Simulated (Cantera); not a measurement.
A closed system holds: 1 mol C3H6, 0.012 mol O2, 0.5 mol N2, held at 1800 K and 54.0 Pa.

These are equilibrium values from Cantera (NASA tables, ideal gas, pure condensed phases), not measurements of a reactor. Candidate condensed phases: C, C6H6, C7H8, C8H18, H2O; 136 gas species. Equilibrium is a limit: real reactors are often held back by kinetics, nucleation or transport.

Base state: H2 0.837, N2 0.140, H 0.0141, CO 0.00676, HCN 0.00210, C2H2 (acetylene) 0.000147, HNC 7.97e-5 (mole fractions); condensed: C(graphite).

Task: What changes in the equilibrium state with this change: temperature from 1800 K to 748.15 K?

Result: 
```json
[
 {"species": "H2", "before": "0.837", "after": "0.850"},
 {"species": "N2", "before": "0.140", "after": "0.142"},
 {"species": "CO", "before": "0.00676", "after": "0.00651"},
 {"species": "H", "before": "0.0141", "after": "<1e-9"},
 {"species": "H2O", "before": "<1e-9", "after": "0.000287"},
 {"species": "HCN", "before": "0.00210", "after": "8.07e-9"},
 {"species": "C2H2 (acetylene)", "before": "0.000147", "after": "<1e-9"},
 {"species": "HNC", "before": "7.97e-5", "after": "<1e-9"},
 {"species": "CO2", "before": "<1e-9", "after": "1.36e-5"},
 {"species": "C(graphite), mol", "before": "2.97", "after": "2.97"}
]
```
